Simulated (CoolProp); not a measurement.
50 sccm (0 °C, 1 atm) of nitrogen bubbles through liquid R11 at 281.1 K and leaves saturated at a total pressure of 0.15 MPa (ideal gas phase). Each further row changes one setting.

Model: reference Helmholtz-energy equation of state, Jacobsen 1992, in CoolProp.

```tsv
case	vapour pressure (kPa)	mole fraction of vapour	delivery (mg/min)	delivery (sccm)	change of delivery for a bath 1 K warmer (%)
as stated	55.9	0.373	182	29.7	6.7
bath temperature 286.1 K	68.1	0.454	255	[?]	7.4
total pressure 0.3 MPa	55.9	[?]	70.2	[?]	[?]
```

**Question.** Some entries are withheld; supply them.

**Answer.** 
- bath temperature 286.1 K, delivery (sccm): 41.6
- total pressure 0.3 MPa, mole fraction of vapour: 0.186
- total pressure 0.3 MPa, delivery (sccm): 11.5
- total pressure 0.3 MPa, change of delivery for a bath 1 K warmer (%): 5.1
